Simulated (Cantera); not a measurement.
Feed: 1 mol Al2O3, 0.66 mol H2O, at 2475 K and 0.790 bar.

Equilibrium computed with Cantera from the NASA thermochemical tables; the gas is ideal and each condensed phase is pure. Gases not in the tables: Al(OH)3. The numbers say what is thermodynamically allowed, not how fast it happens.

| species | before | after |
|---|---|---|
| H2O | 0.912 | 0.866 |
| H2 | 0.0426 | 0.0619 |
| OH | 0.0225 | 0.0329 |
| H | 0.00522 | 0.0117 |
| O2 | 0.0161 | 0.0236 |
| AlO2H | 6.15e-5 | 0.000111 |
| O | 0.00182 | 0.00410 |
| Al2O3(l), mol | 1.000 | 1.000 |
Gas species are given as mole fractions.

Name the change that produced these shifts.
(A) temperature from 2475 K to 1598 K
(B) temperature from 2475 K to 1973 K
(C) temperature from 2475 K to 1000 K
(D) pressure from 0.790 bar to 0.230 bar

D, pressure from 0.790 bar to 0.230 bar
